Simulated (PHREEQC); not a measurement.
Consider water at 25 °C with 0.024 mol/kgw NH4HF2, 0.028 mol/kgw (NH4)2SiF6, 0.002 mol/kgw H3BO3 and 0.16 mol/kgw H2SO4. Closed to the air; pH follows from the charge balance.

Equilibrium calculation in PHREEQC: ion-association model, phreeqc.dat.

Each row changes one thing in this solution. No solid was allowed to form.

```
case                                       pH  ionic strength (mol/kgw)  HSO4- (mol/kgw)  NH4+ (mol/kgw)  HF (mol/kgw)  SO4-2 (mol/kgw)  SI of Quartz (SiO2)
---------------------------------------  ----  ------------------------  ---------------  --------------  ------------  ---------------  -------------------
as made                                  0.87                     0.303            0.126          0.0741        0.0396           0.0282                -2.80
H3BO3 from 0.002 to 0.001 mol/kgw        0.87                     0.302            0.126          0.0741        0.0435           0.0283                -3.05
NH4HF2 left out                          0.83                     0.291                …          0.0521       0.00813           0.0263                +1.37
(NH4)2SiF6 from 0.028 to 0.042 mol/kgw   0.87                     0.346                …           0.100        0.0396           0.0288                -2.67
diluted 100-fold with water              2.60                   0.00484         0.000259        0.000790       0.00142          0.00133                +0.34
(NH4)2SiF6 from 0.028 to 0.014 mol/kgw   0.87                     0.259            0.129          0.0480        0.0396                …                -3.06
diluted 2-fold with water                1.13                     0.162           0.0579          0.0373        0.0198           0.0194                -1.63
(NH4)2SiF6 from 0.028 to 0.0028 mol/kgw  0.88                     0.224            0.131          0.0272        0.0396           0.0268                -3.72
```

**Question.** Fill in the missing entries.

**Answer.** 
- NH4HF2 left out, HSO4- (mol/kgw): 0.130
- (NH4)2SiF6 from 0.028 to 0.042 mol/kgw, HSO4- (mol/kgw): 0.124
- (NH4)2SiF6 from 0.028 to 0.014 mol/kgw, SO4-2 (mol/kgw): 0.0274

Some of these states are supersaturated (in SiO2(a), Quartz (slow to form), for instance). SiF6-2 is the database's only silicon fluoride. Real BF4- forms and hydrolyses slowly; the run takes it at equilibrium.
